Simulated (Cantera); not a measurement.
Input (Python, Cantera) and output of one run.

```python
import numpy as np
import cantera as ct

gas_names = [...]  # 118 gases of nasa_gas.yaml made of C, Cl, F, H
cond_names = """
    C(gr) C6H6(L) C7H8(L) C8H18(L),n-octa
""".split()


# ... load() reads the species with a 1 bar reference pressure and builds the phases ...
atoms = {
    'c-C4F8': {'C': 4, 'F': 8},
    'HCl': {'H': 1, 'CL': 1},
    'H2': {'H': 2},
}
top_T = {'C(gr)': 4500}  # K; cautious upper limits of use, not melting points


# ... equilibrate(T, P, feed) seeds the gas with the atoms and calls Mixture.equilibrate('TP', solver="vcs", rtol=1e-11, max_steps=5000) ...
results = []
T = 3275  # K
P = 13332.2  # Pa
for m in [0.084, 0.14, 0.22, 0.35, 0.57, 0.92, 1.5, 2.4, 3.9]:
    feed = {'c-C4F8': 1, 'HCl': 0.23, 'H2': m}  # mol
    mix = equilibrate(T, P, feed)
    results.append((T, P, feed, dict(zip(mix.species_names, mix.species_moles))))

top = {s: max(r[3][s] / sum(r[3][g] for g in gas_names) for r in results) for s in gas_names}
cols = sorted((s for s in top if top[s] > 1e-05), key=lambda s: -top[s])[:7]
seen = [c for c in cond_names if any(r[3].get(c, 0) > 1e-12 for r in results)]
print("log10 of partial pressures in bar; condensed amounts in mol")
print(f"{'n(H2)':>10s}" + "".join(f"{s[:9]:>10s}" for s in cols + seen))
for T, P, feed, n in results:
    ng = sum(n[g] for g in gas_names)
    print(f"{feed['H2']:10.4g}" + "".join(f"{np.log10(max(n[s] / ng * P / 1e5, 1e-99)):10.3f}" for s in cols)
          + "".join(f"{n.get(c, 0):10.4g}" for c in seen))
```

Result:

```
log10 of partial pressures in bar; condensed amounts in mol
     n(H2)        HF         F        CF       CF2         H        C3        CL     C(gr)
     0.084    -2.174    -1.062    -1.773    -1.883    -4.052    -2.344    -2.406     1.298
      0.14    -2.067    -1.068    -1.779    -1.895    -3.940    -2.344    -2.408     1.326
      0.22    -1.951    -1.077    -1.789    -1.914    -3.814    -2.344    -2.410     1.367
      0.35    -1.811    -1.092    -1.804    -1.944    -3.659    -2.344    -2.413     1.432
      0.57    -1.648    -1.119    -1.831    -1.998    -3.469    -2.344    -2.418      1.54
      0.92    -1.477    -1.165    -1.877    -2.090    -3.252    -2.344    -2.426     1.708
       1.5    -1.296    -1.253    -1.964    -2.265    -2.983    -2.344    -2.439     1.971
       2.4    -1.124    -1.435    -2.146    -2.629    -2.629    -2.344    -2.461     2.332
       3.9    -1.003    -1.971    -2.683    -3.702    -1.972    -2.344    -2.546     2.619
```

Equilibrium computed with Cantera from the NASA thermochemical tables; the gas is ideal and each condensed phase is pure. The feed counts by its element totals alone.
